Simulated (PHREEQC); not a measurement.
A column of 1 m (40 cells, dispersivity 0.035 m, 720 s a shift, diffusion coefficient 3e-10 m²/s) holds 0.017 eq of the database's cation exchanger X per kg of pore water, first in equilibrium with 0.73 mmol/kgw ZnSO4, 17 mmol/kgw ZnCl2, 2.3 mmol/kgw LiCl and 0.01 mmol/kgw HCl. It is flushed with 9.1 mmol/kgw CdCl2, 0.67 mmol/kgw MnCl2 and 0.01 mmol/kgw HCl, at 15 °C. Values are for the last cell. The system is closed to CO2. Nothing may precipitate in this run.

Base run: PHREEQC, ion-association model, phreeqc.dat. Each further column changes one thing. The table gives Mn in solution (mol/kgw).

```
pore volumes      base  exchange capacity from 0.017 to 0.0085 eq/kgw  dispersivity from 0.035 to 0.07 m
------------  --------  ---------------------------------------------  ---------------------------------
0                    0                                              0                                  0
0.5125         2.61e-7                                        1.05e-6                            5.22e-6
1.012          8.00e-5                                       0.000170                           0.000135
1.512         0.000275                                       0.000430                           0.000309
2.013         0.000451                                       0.000583                           0.000447
2.513         0.000559                                       0.000644                           0.000539
3.013         0.000617                                       0.000663                           0.000595
3.513         0.000646                                       0.000668                           0.000628
4.013         0.000660                                       0.000670                           0.000647
```
